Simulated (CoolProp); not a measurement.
The numbers come from the reference Helmholtz-energy equation of state, Jacobsen 1992 in CoolProp.

Problem. For R11, give the phase and the density (kg/m³), speed of sound (m/s), viscosity (µPa s), conductivity (mW/(m K)) at -90.95 °C and 0.101 MPa; -81.45 °C and 0.101 MPa.

Solution. 
- -90.95 °C and 0.101 MPa: liquid; density 1730, speed of sound 1170, viscosity 2990, conductivity 125
- -81.45 °C and 0.101 MPa: liquid; density 1710, speed of sound 1130, viscosity 2230, conductivity 121

Viscosity comes from a separate model (Klein 1997), an estimate that may be off by 10 % or more. Thermal conductivity comes from a separate model (McLinden 2000), an estimate that may be off by 10 % or more.
